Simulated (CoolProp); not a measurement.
The fluid at 200.54 K and 0.781 MPa is throttled through a valve to 0.0659 MPa with no heat exchange. The same conditions are run with several fluids, on thermodynamics alone (safety and materials aside).

The numbers come from the reference Helmholtz-energy equation of state of each fluid (CH2F2 (R32): Tillner-Roth 1997; n-perfluorohexane: Gao 2022; R115: Lemmon 2016; the fluoroketone C6F12O (FK-5-1-12): McLinden 2015; CH3F (R41): Lemmon 2006) in CoolProp.

```csv
fluid,temperature change (K),final phase,final density (kg/m³)
CH2F2 (R32),+0.2,liquid,1270
n-perfluorohexane,+0.3,liquid,1950
R115,+0.3,liquid,1660
the fluoroketone C6F12O (FK-5-1-12),+0.2,liquid,1870
CH3F (R41),-13.2,"two-phase, vapour fraction 0.056",25.9
```
